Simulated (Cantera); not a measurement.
Input (Python, Cantera):

```python
import numpy as np
import cantera as ct

gas = ct.Solution("gri30.yaml")
gas.TPX = 1473, 100000, {'CH4': 1, 'CO': 0.089, 'O2': 2.88, 'N2': 10.8, 'H2O': 0.64}
reactor = ct.IdealGasConstPressureReactor(gas, energy="on", clone=False)
net = ct.ReactorNet([reactor])
net.rtol, net.atol = 1e-08, 1e-16
show = ['CH4', 'CO', 'O2', 'H2O', 'H']
times = np.geomspace(1e-06, 0.8, 15)

steps = ct.SolutionArray(gas, extra=["t"])
rows = []
print(f"{'t/s':>10s}{'T/K':>9s}{'P/Pa':>11s}" + "".join(f"{s:>11s}" for s in show))
for t in times:
    while net.time < t:
        t_next = net.step()
        steps.append(gas.state, t=t_next)
    rows.append([np.interp(t, steps.t, y) for y in (steps.T, steps.P, *steps(*show).X.T)])
    print(f"{t:10.3e}{rows[-1][0]:9.1f}{rows[-1][1]:11.4g}" + "".join(f"{x:11.3e}" for x in rows[-1][2:]))
rate = np.gradient(steps.T, steps.t)
print("integrator steps:", len(steps.t))
if steps.T.max() > steps.T[0] + 200:
    print(f"time of steepest temperature rise: {steps.t[rate.argmax()]:.4e} s")
gas.TPX = 1473, 100000, {'CH4': 1, 'CO': 0.089, 'O2': 2.88, 'N2': 10.8, 'H2O': 0.64}
gas.equilibrate("HP")
print(f"equilibrium (HP): T = {gas.T:.1f} K  " + "  ".join(f"{s} {gas[s].X[0]:.3e}" for s in show))
```

Result:

```
       t/s      T/K       P/Pa        CH4         CO         O2        H2O          H
 1.000e-06   1473.0      1e+05  6.490e-02  5.776e-03  1.869e-01  4.153e-02  5.169e-09
 2.640e-06   1473.0      1e+05  6.490e-02  5.776e-03  1.869e-01  4.153e-02  5.981e-09
 6.971e-06   1473.0      1e+05  6.490e-02  5.776e-03  1.869e-01  4.153e-02  6.419e-09
 1.841e-05   1473.0      1e+05  6.490e-02  5.776e-03  1.869e-01  4.153e-02  7.584e-09
 4.860e-05   1473.0      1e+05  6.489e-02  5.776e-03  1.869e-01  4.154e-02  1.125e-08
 1.283e-04   1473.0      1e+05  6.487e-02  5.775e-03  1.869e-01  4.155e-02  2.587e-08
 3.388e-04   1473.2      1e+05  6.473e-02  5.775e-03  1.868e-01  4.163e-02  1.121e-07
 8.944e-04   1480.2      1e+05  6.295e-02  5.980e-03  1.857e-01  4.291e-02  1.062e-06
 2.362e-03   2566.9      1e+05  2.492e-17  1.266e-02  5.612e-02  1.543e-01  2.486e-03
 6.235e-03   2561.8      1e+05  2.486e-17  1.255e-02  5.407e-02  1.546e-01  2.416e-03
 1.646e-02   2555.7      1e+05  2.479e-17  1.244e-02  5.179e-02  1.550e-01  2.346e-03
 4.347e-02   2554.1      1e+05  2.477e-17  1.242e-02  5.121e-02  1.550e-01  2.328e-03
 1.148e-01   2554.1      1e+05  2.477e-17  1.242e-02  5.120e-02  1.550e-01  2.328e-03
 3.030e-01   2554.1      1e+05  2.477e-17  1.242e-02  5.120e-02  1.550e-01  2.328e-03
 8.000e-01   2554.1      1e+05  2.477e-17  1.242e-02  5.120e-02  1.550e-01  2.328e-03
integrator steps: 1946
time of steepest temperature rise: 1.4773e-03 s
equilibrium (HP): T = 2554.1 K  CH4 3.452e-17  CO 1.242e-02  O2 5.120e-02  H2O 1.550e-01  H 2.328e-03
```

Cantera simulation using GRI-Mech 3.0 (53 species, 325 reactions); the numbers are that mechanism's predictions, not measurements.
